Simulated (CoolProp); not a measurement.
R1233zd(E) along the isotherm 450 K: density (kg/m³) from the reference equation and from simpler models built on Tc = 438.9 K, pc = 3583 kPa, ω = 0.304; each cubic takes its own stable root.

The numbers come from the reference Helmholtz-energy equation of state, Akasaka 2022 in CoolProp.

```csv
p (kPa),phase,reference
56.6,gas,1.984
116,gas,4.089
239,gas,8.524
491,gas,17.95
1010,gas,39.04
2070,gas,92.14
4250,supercritical,471.4
8720,supercritical,843.8
17900,supercritical,963.7
```

Task: How far does each simpler model (ideal gas, van der Waals, Redlich-Kwong, Soave-Redlich-Kwong, Peng-Robinson) lie from the reference over these 9 states: mean and median of the absolute difference, and the worst?

Result: 
- ideal gas: mean 23.1 %, median 9.8 %, worst -68.6 % at 450 K and 4250 kPa
- van der Waals: mean 7.7 %, median 1.4 %, worst -28.1 % at 450 K and 8720 kPa
- Redlich-Kwong: mean 2.9 %, median 0.3 %, worst -12.7 % at 450 K and 8720 kPa
- Soave-Redlich-Kwong: mean 4.4 %, median 0.5 %, worst -15.1 % at 450 K and 4250 kPa
- Peng-Robinson: mean 2.0 %, median 0.6 %, worst -9.4 % at 450 K and 4250 kPa
